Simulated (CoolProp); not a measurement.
A simple Rankine cycle with water: condensing at 317.15 K, boiler at 1.59 MPa, turbine inlet 624.1 K, turbine efficiency 0.75, pump efficiency 0.7, no recuperator. Each further row changes one setting.

The numbers come from the reference Helmholtz-energy equation of state, Wagner 2002 in CoolProp.

| case | thermal efficiency (%) | net work (kJ/kg) | heat in (kJ/kg) | turbine exit temperature (K) | volume ratio over the turbine |
|---|---|---|---|---|---|
| as stated | 23.2 | 686 | 2960 | 317.2 | 86.4 |
| turbine inlet 644.1 K | 23.4 | 702 | 3010 | 317.2 | 84.4 |
| condensing temperature 309.15 K | 24.2 | 725 | 3000 | 309.2 | 128 |
| boiler pressure 1.11 MPa | 21.9 | 652 | 2970 | 317.2 | 60.9 |
| turbine efficiency 0.65 | 20.1 | 594 | 2960 | 317.2 | 89.9 |

The expansion ends wet for: as stated; turbine inlet 644.1 K; condensing temperature 309.15 K; boiler pressure 1.11 MPa; turbine efficiency 0.65.
